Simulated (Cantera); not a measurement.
Feed: 1 mol Cu2O, 2.9 mol CO, 0.15 mol H2, held at 24.0 Pa.

Cantera equilibrium calculation (NASA polynomials, part measured and part estimated; ideal gas, pure solids and liquids). Candidate condensed phases: C, C6H6, C7H8, C8H18, Cu, CuO, Cu(OH)2, Cu2O, H2O; 113 gas species. Rates play no part. All values below are at 1477 °C.

Base state: Cu 0.395, CO 0.394, CO2 0.180, H2O 0.0180, H2 0.0109, H 0.00157, Cu2 0.000193, OH 0.000152 (mole fractions); condensed: gas only.

### Question
What changes in the equilibrium state with this change: CO from 2.9 to 7.4 mol?

### Answer
```
species    before    after
-------  --------  -------
CO          0.394    0.675
Cu          0.395    0.209
CO2         0.180   0.0994
H2O        0.0180  0.00519
H2         0.0109  0.00974
O2        1.26e-5  1.32e-6
Cu2      0.000193  5.39e-5
```
